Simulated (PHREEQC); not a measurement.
0.17 g of hydrous ferric oxide (600 m²/g; 0.2 weak and 0.005 strong sites per Fe, Dzombak-Morel constants, diffuse double layer) in 1 kg of water with 0.3 mol/kgw of an inert sodium salt and 1.1e-06 mol CaCl2, at 25 °C; the pH is set by adding NaOH or the inert anion's acid. Oxygen is held at 0.21 atm. The system is closed to CO2. Nothing may precipitate in this run.

The series has 17 steps of pH, from 3 to 11.

Model: ion-association model, wateq4f.dat, run in PHREEQC.

Task: Near which pH is half of the Ca sorbed, and on which side is more sorbed?

Result: Near pH 8.6, with more sorbed at higher pH.

Complexes and solids missing from the database can't appear. The oxide is taken as insoluble; below pH 4 it would dissolve.
